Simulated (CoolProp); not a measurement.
A closed Brayton cycle with dry air: compressor inlet 308.15 K and 5 MPa, high pressure 16.8 MPa, turbine inlet 655 K, compressor efficiency 0.89, turbine efficiency 0.9, recuperator effectiveness 0 (on enthalpy, no pinch check). Each further row changes one setting.

Model: reference Helmholtz-energy equation of state, Lemmon 2000, in CoolProp. It is a pseudo-pure fit of the blend.

```csv
case,thermal efficiency (%),net work (kJ/kg),compressor to turbine work,compressor exit (K),turbine exit (K)
as stated,14.9,33.0,0.82,453.3,486.5
turbine inlet 605 K,11.3,18.8,0.89,453.3,447.7
compressor inlet 318.15 K,13.6,27.9,0.85,467.7,486.5
high pressure 14.3 MPa,14.4,35.3,0.78,431.1,506.1
recuperator effectiveness 0.5,16.2,33.0,0.82,453.3,486.5
```
